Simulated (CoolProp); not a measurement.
The numbers come from the reference Helmholtz-energy equation of state, de Reuck 1990 in CoolProp.

**Question.** Give the vapour pressure (bar), liquid density (kg/m³), enthalpy of vaporisation (kJ/kg), liquid cp (kJ/(kg K)) of saturated fluorine at -157.55 °C.

**Answer.** 
```
T (°C)   p (bar)  liquid density (kg/m³)  enthalpy of vaporisation (kJ/kg)  liquid cp (kJ/(kg K))
-------  -------  ----------------------  --------------------------------  ---------------------
-157.55     12.7                    1250                               136                   1.76
```
